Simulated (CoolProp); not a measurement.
Values from CoolProp's reference Helmholtz-energy equation of state, Lemmon 2006. It is a short technical equation, of lower accuracy than the large ones.

Problem. For toluene, give the phase and the density (kg/m³), cp (kJ/(kg K)) at 269.3 K and 3.1 MPa; 316.2 K and 3.1 MPa; 331.9 K and 3.1 MPa.

Solution. 
- 269.3 K and 3.1 MPa: liquid; density 891, cp 1.61
- 316.2 K and 3.1 MPa: liquid; density 848, cp 1.76
- 331.9 K and 3.1 MPa: liquid; density 833, cp 1.81
